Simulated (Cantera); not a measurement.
## Adiabatic ignition

An adiabatic, constant-pressure homogeneous reactor starts with 10.3 % CO, 0.526 % H2, 0.702 % CH4, 13.4 % O2, 75.0 % N2, equivalence ratio 0.51, at 1250 K and 3750 Torr.

Cantera simulation using GRI-Mech 3.0 (53 species, 325 reactions); the numbers are that mechanism's predictions, not measurements.

```
t (s)     T (K)     x CO      x H2    x CH4   x CH2CO       x O    x O2      x NO
--------  -----  -------  --------  -------  --------  --------  ------  --------
2.00e-6    1250    0.103   0.00526  0.00702    <1e-12   1.02e-8   0.134    <1e-12
7.29e-6    1250    0.103   0.00526  0.00702    <1e-12   2.88e-8   0.134    <1e-12
2.65e-5    1250    0.103   0.00526  0.00702  2.61e-11   1.45e-7   0.134    <1e-12
9.67e-5    1267    0.102   0.00507  0.00610   1.74e-6   4.65e-5   0.133  4.02e-10
0.000352   2184  0.00501  0.000140   <1e-12    <1e-12   0.00120  0.0708   8.56e-5
0.00128    2220  0.00138   4.40e-5   <1e-12    <1e-12  0.000369  0.0697  0.000173
0.00468    2219  0.00135   4.33e-5   <1e-12    <1e-12  0.000363  0.0696  0.000406
0.0170     2218  0.00134   4.30e-5   <1e-12    <1e-12  0.000358  0.0692   0.00120
0.0620     2213  0.00131   4.21e-5   <1e-12    <1e-12  0.000344  0.0681   0.00347
0.226      2206  0.00126   4.09e-5   <1e-12    <1e-12  0.000326  0.0665   0.00659
0.823      2205  0.00125   4.07e-5   <1e-12    <1e-12  0.000323  0.0662   0.00720
3.00       2205  0.00125   4.07e-5   <1e-12    <1e-12  0.000323  0.0662   0.00720
```
x: mole fraction; the columns are a selection and need not sum to one.

| Quantity | Result |
|---|---|
| time of steepest temperature rise | 0.161 ms |
| temperature at 3.00 s | 2205 K |
| equilibrium temperature | 2205 K |
| x(CO) at 3.00 s | 0.00125 (gas-phase equilibrium 0.00125) |
| x(H2) at 3.00 s | 4.07e-5 (gas-phase equilibrium 4.07e-5) |
| x(CH4) at 3.00 s | <1e-12 (gas-phase equilibrium <1e-12) |
